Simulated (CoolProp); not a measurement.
Computed with CoolProp (reference Helmholtz-energy equation of state, Platzer 1990). This equation is an older, rougher fit.

Q: For CF4 (R14), give the phase and the Joule-Thomson coefficient (K/MPa), conductivity (mW/(m K)), Prandtl number at 179.6 K and 0.259 MPa.

A: 
- 179.6 K and 0.259 MPa: gas; Joule-Thomson coefficient 18.8, conductivity 7.45, Prandtl number 0.777

Viscosity comes from a separate model (Huber 2003), an estimate that may be off by 10 % or more. Thermal conductivity comes from a separate model (Huber 2003), an estimate that may be off by 10 % or more.
